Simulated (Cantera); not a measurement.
A closed system holds: 1 mol AlCl3, 2.5 mol NH3, 32 mol H2, equilibrated at 1350 K and 13.3 mbar.

These are equilibrium values from Cantera (NASA tables, ideal gas, pure condensed phases), not measurements of a reactor. Candidate condensed phases: Al, AlCl3, AlN, NH4Cl; 20 gas species. The tables' values for AlCl2 are old estimates; treat these amounts as uncertain. Rates play no part.

Base state: H2 0.917, HCl 0.0450, N2 0.0257, AlCl3 0.0106, AlCl2 0.000689, AlCl 0.000653, H 1.98e-5 (mole fractions); condensed: AlN(s).

What changes in the equilibrium state with this change: temperature from 1350 K to 1723 K?


| species | before | after |
|---|---|---|
| H2 | 0.917 | 0.893 |
| HCl | 0.0450 | 0.0479 |
| N2 | 0.0257 | 0.0321 |
| AlCl | 0.000653 | 0.0229 |
| AlCl3 | 0.0106 | 0.000678 |
| Cl | 8.08e-7 | 6.20e-5 |
| H | 1.98e-5 | 0.00149 |
| AlN(s), mol | 0.545 | 0 |
